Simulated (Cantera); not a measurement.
What does this Cantera script print?

```python
import numpy as np
import cantera as ct

surf = ct.Interface("ptcombust.yaml", "Pt_surf")
gas = surf.adjacent["gas"]
gas.TPX = 1300, 500000, {'CH4': 0.0022, 'O2': 0.12, 'N2': 0.48, 'H2O': 0.06}
surf.TP = 1300, 500000
reactor = ct.FlowReactor(gas, clone=False)
reactor.area = 0.0001  # m2
reactor.surface_area_to_volume_ratio = 1600  # 1/m
reactor.mass_flow_rate = 0.1 * reactor.area * gas.density  # inlet velocity 0.1 m/s
reactor.energy_enabled = False
wall = ct.ReactorSurface(surf, reactor, clone=False)
net = ct.ReactorNet([reactor])
net.rtol, net.atol = 1e-8, 1e-16
show, cover = ['CH4', 'O2', 'H2O', 'CO2', 'CO'], ['PT(S)', 'H(S)', 'O(S)', 'OH(S)', 'CO(S)', 'C(S)']

rows = []
print(f"{'z/m':>9s}{'u/(m/s)':>9s}" + "".join(f"{s:>13s}" for s in show + cover))
for z in [0.0002, 0.00039, 0.00076, 0.0015, 0.0028, 0.0055, 0.011, 0.02]:
    net.advance(z)
    rows.append([reactor.speed, *gas[show].X, *surf[cover].coverages])
    print(f"{z:9.4g}{rows[-1][0]:9.3g}" + "".join(f"{x:13.4e}" for x in rows[-1][1:]))
```

Output:

```
      z/m  u/(m/s)          CH4           O2          H2O          CO2           CO        PT(S)         H(S)         O(S)        OH(S)        CO(S)         C(S)
   0.0002      0.1   3.6606e-04   1.7554e-01   9.6313e-02   2.7655e-03   5.0369e-06   3.6349e-01   1.6868e-05   6.2985e-01   6.5821e-03   1.4562e-06   1.0624e-08
  0.00039      0.1   4.5255e-05   1.7474e-01   9.7096e-02   3.2115e-03   8.3627e-07   3.6369e-01   1.6953e-05   6.2962e-01   6.6092e-03   2.2404e-07   1.3157e-09
  0.00076      0.1   9.0832e-07   1.7459e-01   9.7234e-02   3.3017e-03   5.5441e-08   3.6373e-01   1.6968e-05   6.2958e-01   6.6140e-03   1.2420e-08   2.6415e-11
   0.0015      0.1   1.6609e-09   1.7458e-01   9.7243e-02   3.3123e-03   8.2438e-09   3.6374e-01   1.6969e-05   6.2957e-01   6.6143e-03   1.6913e-09   4.8306e-14
   0.0028      0.1   4.0839e-10   1.7457e-01   9.7246e-02   3.3170e-03   2.6913e-09   3.6374e-01   1.6970e-05   6.2957e-01   6.6144e-03   5.5200e-10   1.1879e-14
   0.0055      0.1   4.3156e-11   1.7457e-01   9.7247e-02   3.3192e-03   2.8588e-10   3.6374e-01   1.6970e-05   6.2957e-01   6.6144e-03   5.8636e-11   1.2553e-15
    0.011      0.1   6.6611e-13   1.7457e-01   9.7247e-02   3.3194e-03   6.3194e-12   3.6374e-01   1.6970e-05   6.2957e-01   6.6144e-03   1.2958e-12   1.9375e-17
     0.02      0.1   2.2816e-13   1.7457e-01   9.7247e-02   3.3195e-03   3.4316e-12   3.6374e-01   1.6970e-05   6.2957e-01   6.6144e-03   7.0354e-13   6.6379e-18
```

Computed with Cantera and Deutschmann's 1995 Pt surface mechanism with GRI-Mech 3.0 gas chemistry. Catalytic surfaces can have several steady states; this one follows from the mechanism file's or the stated starting coverage. Mass transfer to the wall is taken as infinitely fast.
